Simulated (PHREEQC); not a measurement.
0.44 g of hydrous ferric oxide (600 m²/g; 0.2 weak and 0.005 strong sites per Fe, Dzombak-Morel constants, diffuse double layer) in 1 kg of water with 0.001 mol/kgw of an inert sodium salt and 0.00013 mol/kgw CuCl2, at 25 °C; the pH is set by adding NaOH or the inert anion's acid. Oxygen is held at 0.21 atm. CO2 from the air is kept out. No solid was allowed to form.

All values are PHREEQC results (ion-association model, wateq4f.dat), not measurements.

```json
[
 {"pH": "3", "Cu sorbed (%)": "0.1", "surface charge σ (C/m²)": "0.267", "surface potential ψ (mV)": "229"},
 {"pH": "3.67", "Cu sorbed (%)": "1.0", "surface charge σ (C/m²)": "0.170", "surface potential ψ (mV)": "216"},
 {"pH": "4.33", "Cu sorbed (%)": "8.9", "surface charge σ (C/m²)": "0.103", "surface potential ψ (mV)": "195"},
 {"pH": "5", "Cu sorbed (%)": "36.1", "surface charge σ (C/m²)": "0.060", "surface potential ψ (mV)": "171"},
 {"pH": "5.67", "Cu sorbed (%)": "82.8", "surface charge σ (C/m²)": "0.035", "surface potential ψ (mV)": "146"},
 {"pH": "6.33", "Cu sorbed (%)": "98.4", "surface charge σ (C/m²)": "0.019", "surface potential ψ (mV)": "115"},
 {"pH": "7", "Cu sorbed (%)": "99.8", "surface charge σ (C/m²)": "0.009", "surface potential ψ (mV)": "79"},
 {"pH": "7.67", "Cu sorbed (%)": "99.8", "surface charge σ (C/m²)": "0.004", "surface potential ψ (mV)": "41"},
 {"pH": "8.33", "Cu sorbed (%)": "99.8", "surface charge σ (C/m²)": "0.000", "surface potential ψ (mV)": "3"},
 {"pH": "9", "Cu sorbed (%)": "99.8", "surface charge σ (C/m²)": "-0.003", "surface potential ψ (mV)": "-36"},
 {"pH": "9.67", "Cu sorbed (%)": "99.8", "surface charge σ (C/m²)": "-0.008", "surface potential ψ (mV)": "-74"},
 {"pH": "10.33", "Cu sorbed (%)": "99.8", "surface charge σ (C/m²)": "-0.019", "surface potential ψ (mV)": "-109"},
 {"pH": "11", "Cu sorbed (%)": "99.7", "surface charge σ (C/m²)": "-0.044", "surface potential ψ (mV)": "-141"}
]
```

The database's constant for dissolved Cu(OH)2 is higher than later reviews accept. The oxide is taken as insoluble; below pH 4 it would dissolve.
